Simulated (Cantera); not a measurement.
**Equilibrium for silicon oxide and oxynitride deposition: SiH4 + H2O + H2**

Input: 1 mol SiH4, 1 mol H2O, 5.8 mol H2, at 6.90 Torr.

Cantera equilibrium calculation (NASA polynomials, part measured and part estimated; ideal gas, pure solids and liquids). Candidate condensed phases: H2O, Si, SiO2; 18 gas species. Mutual solubility and eutectic melting of coexisting phases are not modelled. The tables hold silica as quartz up to 1696 K and as liquid above; real silica turns to tridymite and cristobalite and melts near 1996 K. Kinetics and transport are ignored.

At 550 °C the condensed part is Si(s) + SiO2(α-quartz). From 650 °C to 1250 °C the condensed part is Si(s) + SiO2(β-quartz).

```tsv
T (°C)	x H2	x SiO	x H	x H2O	x Si	x SiH2	x SiH	n Si(s)	n SiO2(α-quartz)	n SiO2(β-quartz)
550	1.00	6.90e-12	7.65e-11	4.74e-12	<1e-12	<1e-12	<1e-12	0.500	0.500	0
650	1.00	1.73e-9	2.55e-9	1.24e-10	<1e-12	8.30e-12	<1e-12	0.500	0	0.500
750	1.00	1.45e-7	4.32e-8	1.69e-9	<1e-12	1.80e-10	<1e-12	0.500	0	0.500
850	1.000	5.44e-6	4.44e-7	1.44e-8	6.99e-12	2.26e-9	1.70e-11	0.500	0	0.500
950	1.000	0.000112	3.13e-6	8.50e-8	3.50e-10	1.87e-8	4.36e-10	0.500	0	0.500
1050	0.999	0.00144	1.65e-5	3.82e-7	9.64e-9	1.13e-7	6.78e-9	0.494	0	0.494
1150	0.987	0.0128	6.88e-5	1.37e-6	1.66e-7	5.20e-7	7.09e-8	0.443	0	0.443
1250	0.915	0.0851	0.000230	3.86e-6	1.96e-6	1.83e-6	5.25e-7	0.0909	0	0.0909
```
x: gas mole fraction; n: condensed amount in mol.
